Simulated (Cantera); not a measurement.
A closed system holds: 1 mol Si3N4, 0.089 mol O2, 630 mol N2, held at 3.50 bar.

Cantera equilibrium calculation (NASA polynomials, part measured and part estimated; ideal gas, pure solids and liquids). Candidate condensed phases: Si, SiO2, Si2N2O, Si3N4; 16 gas species. Mutual solubility and eutectic melting of coexisting phases are not modelled. Kinetics and transport are ignored.

Task: Which condensed phases are stable at each of these points (T (K)): 1075, 1175, 1275, 1375, 1475, 1575, 1675, 1775, 1875, 1975?

Result: 
| T (K) | condensed phases | Si condensed (%) |
|---|---|---|
| 1075 | Si2N2O(s) + Si3N4(s) | 100.0 |
| 1175 | Si2N2O(s) + Si3N4(s) | 100.0 |
| 1275 | Si2N2O(s) + Si3N4(s) | 100.0 |
| 1375 | Si2N2O(s) + Si3N4(s) | 100.0 |
| 1475 | Si2N2O(s) + Si3N4(s) | 100.0 |
| 1575 | Si2N2O(s) + Si3N4(s) | 100.0 |
| 1675 | Si2N2O(s) + Si3N4(s) | 100.0 |
| 1775 | Si2N2O(s) + Si3N4(s) | 99.8 |
| 1875 | Si2N2O(s) + Si3N4(s) | 98.8 |
| 1975 | Si3N4(s) | 94.0 |

From 1075 K to 1875 K the condensed part is Si2N2O(s) + Si3N4(s). At 1975 K the condensed part is Si3N4(s).
